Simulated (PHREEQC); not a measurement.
Make-up at 25 °C: 0.12 mol/kgw CaCl2 and 0.3 mol/kgw Na2SO4. Closed to the air; pH follows from the charge balance.

Model: ion-association model, wateq4f.dat, run in PHREEQC.

Precipitation was switched off in this run.

Predict the ionic strength, activity of water.

ionic strength 0.861 mol/kgw; activity of water 0.981.

In which forms is Ca present?

CaSO4 52 %, Ca+2 48 % of the Ca.

Examples of supersaturated solids here: Gypsum. Others may be too. Ionic strength above about 0.7 mol/kgw puts this run outside the model's range.
